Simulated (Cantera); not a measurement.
Input: 1 mol Si₂Cl₆, 0.53 mol Cl₂, 110 mol N₂, at 1248.15 K and 0.00133 bar.

Method: chemical equilibrium by Gibbs-energy minimisation in Cantera with the NASA 1993 tables (ideal gas, pure condensed phases). Candidate condensed phases: Si, Si₃N₄; 13 gas species. The feed counts by its element totals alone. The tables' values for SiCl₃ are old estimates; treat these amounts as uncertain. Rates play no part.

Base state: N₂ 0.982, SiCl₄ 0.0125, SiCl₂ 0.00305, SiCl₃ 0.00230, Cl 1.28e-5 (mole fractions); condensed: gas only.

Question: What changes in the equilibrium state with this change: pressure from 0.00133 bar to 0.480 bar?

Answer: 
```
species         before     after
-------------  -------  --------
N₂               0.982     0.984
SiCl₄           0.0125    0.0156
SiCl₃          0.00230  0.000286
SiCl₂          0.00305   3.79e-5
Cl             1.28e-5   3.55e-7
Si₃N₄(s), mol        0    0.0750
```
N₂ is the only nitrogen source here; it is nearly inert below about 1500 K, so the nitride shown seldom forms there in practice.

Question: What changes in the equilibrium state with this change: temperature from 1248.15 K to 1050 K?

Answer: 
| species | before | after |
|---|---|---|
| N₂ | 0.982 | 0.984 |
| SiCl₄ | 0.0125 | 0.0157 |
| SiCl₃ | 0.00230 | 0.000165 |
| SiCl₂ | 0.00305 | 3.14e-5 |
| Cl | 1.28e-5 | 1.76e-7 |
| Si₃N₄(s), mol | 0 | 0.0762 |
N₂ is the only nitrogen source here; it is nearly inert below about 1500 K, so the nitride shown seldom forms there in practice.
